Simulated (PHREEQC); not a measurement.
Solution (15 °C): 0.006 mol/kgw CuSO4, 0.00081 mol/kgw H2SO4 and 0.00084 mol/kgw Na2SO4. Closed to the air; pH follows from the charge balance.

Computed with PHREEQC (ion-association model, wateq4f.dat).

```
quantity                           before     after
-------------------------------  --------  --------
pH                                   2.94      3.17
ionic strength (mol/kgw)           0.0218    0.0200
SO4-2 (mol/kgw)                   0.00568   0.00497
Cu+2 (mol/kgw)                    0.00440   0.00420
CuSO4 (mol/kgw)                   0.00160   0.00180
HSO4- (mol/kgw)                  0.000338  0.000852
SI of Chalcanthite (CuSO4:5H2O)     -2.40     -2.72
SI of Tenorite (CuO)                -4.71     -2.17
```

Task: Name the change that produced these shifts.
A. temperature from 15 to 80 °C
B. Na2SO4 from 0.00084 to 0.000924 mol/kgw
C. diluted 100-fold with water
D. CuSO4 from 0.006 to 0.0012 mol/kgw

Result: A, temperature from 15 to 80 °C

This is a speciation only: nothing precipitates in the calculation. At this temperature some constants are extrapolated from 25 °C, and those without enthalpy data are left unchanged.
